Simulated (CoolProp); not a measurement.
Vapour-liquid equilibrium of carbon dioxide (1) + n-perfluorobutane (2) at -20.95 °C; x and y are mole fractions of (1).

Model: multi-fluid Helmholtz-energy mixture model, Span 1996 and Gao 2022; pair parameters Bell 2016, in CoolProp.

**Question.** Give the bubble pressure and the first vapour's composition at x = 0.05, 0.2, 0.8. Is there an azeotrope?

**Answer.** x = 0.05: 0.1655 MPa, y = 0.734; x = 0.2: 0.5841 MPa, y = 0.926; x = 0.8: 1.533 MPa, y = 0.982. No azeotrope shows between x = 0.05 and 0.95.

The pair parameters rest on a limited set of measurements; away from them the model extrapolates. The gap from Raoult's law changes sign with composition, which may be real or a fault of the pair parameters; it wasn't checked against measurements.
